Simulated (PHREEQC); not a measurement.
HF is added in steps, without added water, to 1 kg of water holding 0.28 mol/kgw KH2PO4 and 0.0011 mol/kgw K2HPO4, at 65 °C. O2 is buffered at 0.21 atm. No CO2 enters from the air. No solid was allowed to form.

Base run: PHREEQC, ion-association model, phreeqc.dat. Each further column changes one thing. The table gives H3PO4 (mol/kgw).

```json
[
 {"HF added (mol)": "0", "base": "0.00122", "all activity coefficients set to 1": "?", "metal-ligand complexes left out": "0.00113", "database wateq4f.dat": "0.00122", "Davies equation for every ion": "0.00118"},
 {"HF added (mol)": "0.042", "base": "0.0194", "all activity coefficients set to 1": "0.0191", "metal-ligand complexes left out": "0.0194", "database wateq4f.dat": "?", "Davies equation for every ion": "0.0189"},
 {"HF added (mol)": "0.077", "base": "0.0291", "all activity coefficients set to 1": "0.0287", "metal-ligand complexes left out": "0.0291", "database wateq4f.dat": "0.0287", "Davies equation for every ion": "0.0284"},
 {"HF added (mol)": "0.119", "base": "0.0387", "all activity coefficients set to 1": "0.0382", "metal-ligand complexes left out": "0.0387", "database wateq4f.dat": "0.0378", "Davies equation for every ion": "0.0379"},
 {"HF added (mol)": "0.161", "base": "0.0472", "all activity coefficients set to 1": "0.0466", "metal-ligand complexes left out": "0.0472", "database wateq4f.dat": "0.0456", "Davies equation for every ion": "0.0463"},
 {"HF added (mol)": "0.203", "base": "0.0551", "all activity coefficients set to 1": "?", "metal-ligand complexes left out": "0.0550", "database wateq4f.dat": "0.0526", "Davies equation for every ion": "0.0540"},
 {"HF added (mol)": "0.238", "base": "0.0612", "all activity coefficients set to 1": "0.0605", "metal-ligand complexes left out": "0.0612", "database wateq4f.dat": "0.0580", "Davies equation for every ion": "0.0601"},
 {"HF added (mol)": "0.28", "base": "0.0682", "all activity coefficients set to 1": "0.0675", "metal-ligand complexes left out": "0.0682", "database wateq4f.dat": "0.0640", "Davies equation for every ion": "0.0671"}
]
```

Question: Complete the blanks.

Answer: 
- 0, all activity coefficients set to 1: 0.000973
- 0.042, database wateq4f.dat: 0.0193
- 0.203, all activity coefficients set to 1: 0.0544

Constants without temperature data keep their 25 °C values here. wateq4f.dat counts part of the HF as a dimer, H2F2, which phreeqc.dat doesn't know; its constant is uncertain. H3PO4, which wateq4f.dat lacks, is added to it with the constant of phreeqc.dat. phreeqc.dat and wateq4f.dat share most of their constants, so their agreement is no independent check.
